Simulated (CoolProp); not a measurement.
Vapour-liquid equilibrium of R143a (1) + R134a (2) at 320.4 K; x and y are mole fractions of (1).

Model: multi-fluid Helmholtz-energy mixture model, Lemmon and Jacobsen 2000 and Tillner-Roth 1994; pair parameters Lemmon 2004, in CoolProp.

```json
[
 {"x": "0.05", "bubble pressure, mixture model (MPa)": "1.272", "bubble pressure, Raoult's law (MPa)": "1.276", "y, mixture model": "0.073", "y, Raoult's law": "0.085"},
 {"x": "0.125", "bubble pressure, mixture model (MPa)": "1.337", "bubble pressure, Raoult's law (MPa)": "1.347", "y, mixture model": "0.175", "y, Raoult's law": "0.201"},
 {"x": "0.2", "bubble pressure, mixture model (MPa)": "1.402", "bubble pressure, Raoult's law (MPa)": "1.417", "y, mixture model": "0.270", "y, Raoult's law": "0.306"},
 {"x": "0.275", "bubble pressure, mixture model (MPa)": "1.469", "bubble pressure, Raoult's law (MPa)": "1.487", "y, mixture model": "[?]", "y, Raoult's law": "0.401"},
 {"x": "0.35", "bubble pressure, mixture model (MPa)": "1.536", "bubble pressure, Raoult's law (MPa)": "1.558", "y, mixture model": "0.440", "y, Raoult's law": "0.487"},
 {"x": "0.425", "bubble pressure, mixture model (MPa)": "1.604", "bubble pressure, Raoult's law (MPa)": "1.628", "y, mixture model": "0.517", "y, Raoult's law": "0.566"},
 {"x": "0.5", "bubble pressure, mixture model (MPa)": "[?]", "bubble pressure, Raoult's law (MPa)": "1.699", "y, mixture model": "0.590", "y, Raoult's law": "0.638"},
 {"x": "0.575", "bubble pressure, mixture model (MPa)": "1.744", "bubble pressure, Raoult's law (MPa)": "1.769", "y, mixture model": "0.659", "y, Raoult's law": "0.705"},
 {"x": "0.65", "bubble pressure, mixture model (MPa)": "1.815", "bubble pressure, Raoult's law (MPa)": "1.839", "y, mixture model": "0.725", "y, Raoult's law": "0.766"},
 {"x": "0.725", "bubble pressure, mixture model (MPa)": "1.888", "bubble pressure, Raoult's law (MPa)": "1.910", "y, mixture model": "0.787", "y, Raoult's law": "0.823"},
 {"x": "0.8", "bubble pressure, mixture model (MPa)": "1.962", "bubble pressure, Raoult's law (MPa)": "1.980", "y, mixture model": "0.848", "y, Raoult's law": "0.876"},
 {"x": "0.875", "bubble pressure, mixture model (MPa)": "2.038", "bubble pressure, Raoult's law (MPa)": "2.051", "y, mixture model": "[?]", "y, Raoult's law": "0.925"},
 {"x": "0.95", "bubble pressure, mixture model (MPa)": "2.115", "bubble pressure, Raoult's law (MPa)": "2.121", "y, mixture model": "0.963", "y, Raoult's law": "0.971"}
]
```

Question: Some entries are withheld; supply them.

Answer: 
- 0.275, y, mixture model: 0.358
- 0.5, bubble pressure, mixture model (MPa): 1.673
- 0.875, y, mixture model: 0.906

The largest gap from Raoult's law is -1.5 % in bubble pressure, at x = 0.5. No azeotrope shows between x = 0.05 and 0.95.

The pair parameters rest on a limited set of measurements; away from them the model extrapolates.
